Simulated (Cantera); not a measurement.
What does this Cantera script print?

```python
import numpy as np
import cantera as ct

gas_names = """
    CL CL2 H HCL H2 Si SiCL SiCL2 SiCL3 SiCL4 SiH SiHCL3 SiH2 SiH2CL2 SiH3 SiH3CL SiH4 Si2 Si3
""".split()
cond_names = """
    Si(cr) Si(L)
""".split()


# ... load() reads the species with a 1 bar reference pressure and builds the phases ...
atoms = {
    'SiHCl3': {'Si': 1, 'H': 1, 'CL': 3},
    'HCl': {'H': 1, 'CL': 1},
    'H2': {'H': 2},
}
top_T = {}  # K; cautious upper limits of use, not melting points


# ... equilibrate(T, P, feed) seeds the gas with the atoms and calls Mixture.equilibrate('TP', solver="vcs", rtol=1e-11, max_steps=5000) ...
results = []
T = 1800  # K
P = 2300  # Pa
for m in [3.4, 5.4, 8.7, 14, 22, 35, 56, 90, 140, 230, 370]:
    feed = {'SiHCl3': 1, 'HCl': 4, 'H2': m}  # mol
    mix = equilibrate(T, P, feed)
    results.append((T, P, feed, dict(zip(mix.species_names, mix.species_moles))))

top = {s: max(r[3][s] / sum(r[3][g] for g in gas_names) for r in results) for s in gas_names}
cols = sorted((s for s in top if top[s] > 0.001), key=lambda s: -top[s])[:5]
seen = [c for c in cond_names if any(r[3].get(c, 0) > 1e-12 for r in results)]
print("log10 of partial pressures in bar; condensed amounts in mol")
print(f"{'n(H2)':>10s}" + "".join(f"{s[:9]:>10s}" for s in cols + seen))
for T, P, feed, n in results:
    ng = sum(n[g] for g in gas_names)
    print(f"{feed['H2']:10.4g}" + "".join(f"{np.log10(max(n[s] / ng * P / 1e5, 1e-99)):10.3f}" for s in cols)
          + "".join(f"{n.get(c, 0):10.4g}" for c in seen))
```

Output:

```
log10 of partial pressures in bar; condensed amounts in mol
     n(H2)        H2       HCL     SiCL2     SiCL3         H     Si(L)
       3.4    -2.074    -1.919    -2.642    -3.821    -4.483         0
       5.4    -1.961    -2.002    -2.718    -4.036    -4.426         0
       8.7    -1.866    -2.111    -2.822    -4.297    -4.379         0
        14    -1.794    -2.243    -2.951    -4.595    -4.343         0
        22    -1.744    -2.389    -3.095    -4.908    -4.318         0
        35    -1.708    -2.553    -3.260    -5.256    -4.300         0
        56    -1.684    -2.732    -3.441    -5.628    -4.288         0
        90    -1.668    -2.910    -3.661    -6.034    -4.280   0.05625
       140    -1.659    -3.056    -3.963    -6.487    -4.275    0.2671
       230    -1.652    -3.233    -4.325    -7.030    -4.272    0.4562
       370    -1.647    -3.414    -4.691    -7.578    -4.270    0.5815
```

Method: chemical equilibrium by Gibbs-energy minimisation in Cantera with the NASA 1993 tables (ideal gas, pure condensed phases). The tables' values for SiCl3, SiCl are old estimates; treat these amounts as uncertain. Gases not in the tables: Si2H6 and higher silanes.
